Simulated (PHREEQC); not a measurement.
Solution (25 °C): 140 mmol/kgw TMAH and 0.11 mmol/kgw K3PO4. Closed to the air; pH follows from the charge balance.

Computed with PHREEQC (ion-association model, phreeqc.dat).

```tsv
quantity	before	after
pH	13.01	10.02
ionic strength (mol/kgw)	0.141	0.000441
HPO4-2 (mol/kgw)	4.78e-6	0.000109
```

Task: Name the change that produced these shifts.
A) TMAH left out
B) 0.21 mol/kgw HBr added
C) TMAH from 0.14 to 0.154 mol/kgw
D) diluted 2-fold with water

Result: A, TMAH left out

This is a speciation only: nothing precipitates in the calculation. (CH3)4N+ isn't in the database: it is added as a free cation with an ion size of 4 Å.
